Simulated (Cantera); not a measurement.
Input: 1 mol CH₃SiH₃, 0.02 mol HCl, 140 mol H₂, equilibrated at 952 °C and 0.00133 bar.

These are equilibrium values from Cantera (NASA tables, ideal gas, pure condensed phases), not measurements of a reactor. Candidate condensed phases: C, C₆H₆, C₇H₈, C₈H₁₈, Si, SiC; 109 gas species. The feed counts by its element totals alone. Kinetics and transport are ignored.

Base state: H₂ 1.000, HCl 0.000140 (mole fractions); condensed: SiC(s).

Problem. What changes in the equilibrium state with this change: CH₃SiH₃ replaced by SiCl₄?

Solution. 
| species | before | after |
|---|---|---|
| H₂ | 1.000 | 0.973 |
| HCl | 0.000140 | 0.0250 |
| SiCl₂ | 3.28e-8 | 0.00157 |
| SiCl₃ | <1e-9 | 3.22e-5 |
| SiC(s), mol | 1.000 | 0 |
| Si(s), mol | 0 | 0.771 |
The tables' values for SiCl₃ are old estimates; treat these amounts as uncertain.

Problem. What changes in the equilibrium state with this change: temperature from 952 °C to 2325 °C?

Solution. 
```tsv
species	before	after
H	8.53e-6	0.629
H₂	1.000	0.364
Si	1.79e-9	0.00438
C₂H₂ (acetylene)	<1e-9	0.00138
SiC₂	<1e-9	0.000351
C	<1e-9	0.000222
SiC(s), mol	1.000	0
```
